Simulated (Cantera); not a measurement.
Gas mixture: NO = 0.39 (molar parts), at 0.0263 atm, frozen composition.

Cantera's kinetic-theory transport with the Lennard-Jones parameters of GRI-Mech 3.0, ideal gas; thermal conductivity in the mixture-averaged form. The composition is frozen, though it would react at the higher temperatures.

D: mixture-averaged diffusion coefficient of that species in the mixture.

```
T (K)  ρ (kg/m³)  cp (J/kg/K)  μ (µPa s)  λ (mW/m/K)     Pr  D (cm²/s) CH₄  D (cm²/s) N₂  D (cm²/s) NO
-----  ---------  -----------  ---------  ----------  -----  -------------  ------------  ------------
400       0.0241        998.6       23.1        32.4  0.712           14.0    (withheld)         0.000
550       0.0175         1028       28.9        42.0  0.707           24.3    (withheld)         0.000
700       0.0137         1067       34.0        51.3  0.707           36.6    (withheld)         0.000
850       0.0113         1104       38.6        60.2  0.708           50.8    (withheld)         0.000
1000     0.00962         1133       42.9        68.6  0.709           66.8    (withheld)         0.000
1150     0.00837         1153       47.0        76.7  0.707           84.3    (withheld)         0.000
1300     0.00740         1171       50.9        84.5  0.706            103    (withheld)         0.000
1450     0.00664         1186       54.7        91.9  0.706            124    (withheld)         0.000
```

**Question.** Fill in the missing entries.

**Answer.** 
- 400, D (cm²/s) N₂: 12.9
- 550, D (cm²/s) N₂: 22.2
- 700, D (cm²/s) N₂: 33.3
- 850, D (cm²/s) N₂: 46.2
- 1000, D (cm²/s) N₂: 60.6
- 1150, D (cm²/s) N₂: 76.4
- 1300, D (cm²/s) N₂: 93.7
- 1450, D (cm²/s) N₂: 112
